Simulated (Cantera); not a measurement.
## Hydrocarbon pyrolysis for carbon deposition

An isothermal, constant-pressure homogeneous reactor starts with 1.02 % C₂H₄, 99.0 % H₂, at 1948 K and 90.0 Pa.

Model: GRI-Mech 3.0 (53 species, 325 reactions), integrated in Cantera. GRI-Mech 3.0 was tuned for natural gas; its chemistry of ethylene as a main component is partial and can be far from experiment. GRI-Mech 3.0 stops at C3 and has no aromatics, soot or wall deposition, so with more carbon than oxygen in the feed, carbon stays in small species such as C2H2 where larger ones or solid carbon would form. Radical loss at walls, strong at low pressure, is not modelled.

```tsv
t (s)	x C₂H₄	x H₂	x H	x C₂H₆	x CH₃	x CH₄	x C₂H
2.00e-5	0.0102	0.990	1.79e-8	2.83e-12	<1e-12	<1e-12	<1e-12
9.46e-5	0.0102	0.990	1.05e-7	5.32e-11	4.78e-12	<1e-12	<1e-12
0.000447	0.0101	0.990	6.08e-7	5.85e-10	2.28e-10	7.67e-11	1.31e-12
0.00211	0.00966	0.990	3.00e-6	1.71e-9	1.88e-9	4.81e-9	2.62e-11
0.0100	0.00788	0.990	1.34e-5	1.52e-9	2.43e-9	4.90e-8	4.91e-10
0.0473	0.00294	0.990	4.84e-5	5.69e-10	1.92e-9	2.46e-7	5.49e-9
0.224	2.47e-5	0.990	0.000128	4.78e-12	1.23e-9	4.36e-7	2.03e-8
1.06	2.41e-6	0.989	0.000445	<1e-12	4.13e-9	4.51e-7	7.08e-8
5.00	1.17e-6	0.988	0.00192	<1e-12	2.27e-8	5.85e-7	3.05e-7
```
x: mole fraction; the columns are a selection and need not sum to one.

Equilibrium at this temperature and pressure: C₂H₄ 7.67e-8, H₂ 0.953, H 0.0370, C₂H₆ <1e-12, CH₃ 1.35e-6, CH₄ 1.75e-6, C₂H 6.00e-6 (gas phase only).
